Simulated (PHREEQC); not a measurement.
## Ultrapure water in contact with air or piping: speciation

Synthetic water in mmol/kgw, 55 °C, pH 5.73, pe 12:

| constituent | mmol/kgw |
|---|---|
| Na | 0.0194 |
| K | 2.69e-06 |
| Ca | 0.00665 |
| Mg | 0.0029 |
| Cl | 0.0169 |
| S(6) | 0.00145 |
| Alkalinity (meq/kgw) | 0.0198 |
| Si | 5.26e-05 |
| Ba | 4.45e-06 |
| Br | 1.25e-05 |
| Cd | 3.62e-05 |
| O(0) (counted as O atoms) | 4.64e-05 |
| Li | 4.61e-06 |

Valence states are taken as typed.

The numbers come from PHREEQC with the ion-association model, wateq4f.dat.

```yaml
ionic_strength: 5.20e-5 mol/kgw
charge_balance_error: -1.2 %
```

```json
[
 {"species": "CO2", "molality": "7.72e-5", "activity": "7.72e-5", "log γ": "0.000"},
 {"species": "HCO3-", "molality": "2.16e-5", "activity": "2.14e-5", "log γ": "-0.004"},
 {"species": "Na+", "molality": "1.94e-5", "activity": "1.92e-5", "log γ": "-0.004"},
 {"species": "Cl-", "molality": "1.69e-5", "activity": "1.68e-5", "log γ": "-0.004"},
 {"species": "Ca+2", "molality": "6.64e-6", "activity": "6.41e-6", "log γ": "-0.015"},
 {"species": "Mg+2", "molality": "2.90e-6", "activity": "2.80e-6", "log γ": "-0.015"},
 {"species": "H+", "molality": "1.88e-6", "activity": "1.86e-6", "log γ": "-0.004"},
 {"species": "SO4-2", "molality": "1.44e-6", "activity": "1.39e-6", "log γ": "-0.015"},
 {"species": "H4SiO4", "molality": "5.26e-8", "activity": "5.26e-8", "log γ": "0.000"},
 {"species": "OH-", "molality": "3.83e-8", "activity": "3.79e-8", "log γ": "-0.004"},
 {"species": "Cd+2", "molality": "3.61e-8", "activity": "3.48e-8", "log γ": "-0.015"},
 {"species": "O2", "molality": "2.32e-8", "activity": "2.32e-8", "log γ": "0.000"},
 {"species": "Br-", "molality": "1.25e-8", "activity": "1.24e-8", "log γ": "-0.004"},
 {"species": "Li+", "molality": "4.61e-9", "activity": "4.57e-9", "log γ": "-0.004"},
 {"species": "Ba+2", "molality": "4.45e-9", "activity": "4.29e-9", "log γ": "-0.015"}
]
```

No solid was allowed to form. At this temperature some constants are extrapolated from 25 °C, and those without enthalpy data are left unchanged.
